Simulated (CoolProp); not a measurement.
R245fa at 328.92 K and 9.94 MPa is throttled through a valve to 2.8 MPa with no heat exchange. Each further row changes one setting.

Computed with CoolProp (reference Helmholtz-energy equation of state, Akasaka 2015).

```
case                      temperature change (K)  final density (kg/m³)
------------------------  ----------------------  ---------------------
as stated                                      …                   1260
outlet pressure 0.84 MPa                       …                      …
outlet pressure 3.64 MPa                       …                   1260
```

Problem. Fill in the missing entries.

Solution. 
- as stated, temperature change (K): +1.2
- outlet pressure 0.84 MPa, temperature change (K): +1.4
- outlet pressure 0.84 MPa, final density (kg/m³): 1250
- outlet pressure 3.64 MPa, temperature change (K): +1.0
